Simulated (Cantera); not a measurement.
Charge: 1 mol SiH4, 0.55 mol N2, equilibrated at 1748 K and 0.255 Torr.

Equilibrium computed with Cantera from the NASA thermochemical tables; the gas is ideal and each condensed phase is pure. Candidate condensed phases: Si, Si3N4; 18 gas species. The tables' values for SiN are old estimates; treat these amounts as uncertain. Gases not in the tables: Si2H6 and higher silanes. The numbers say what is thermodynamically allowed, not how fast it happens.

Base state: H2 0.771, N2 0.214, H 0.0109, Si 0.00428, SiH 9.23e-5, Si2N 3.23e-5, Si2 2.20e-5, SiN 1.89e-5 (mole fractions); condensed: Si(l).

### Question
What changes in the equilibrium state with this change: temperature from 1748 K to 1675 K?

### Answer
```
species      before    after
----------  -------  -------
H2            0.771    0.778
N2            0.214    0.215
H            0.0109  0.00556
Si          0.00428  0.00128
Si2         2.20e-5  4.97e-6
SiH         9.23e-5  3.49e-5
SiN         1.89e-5  7.19e-6
Si(l), mol    0.988        0
Si(s), mol        0    0.997
```
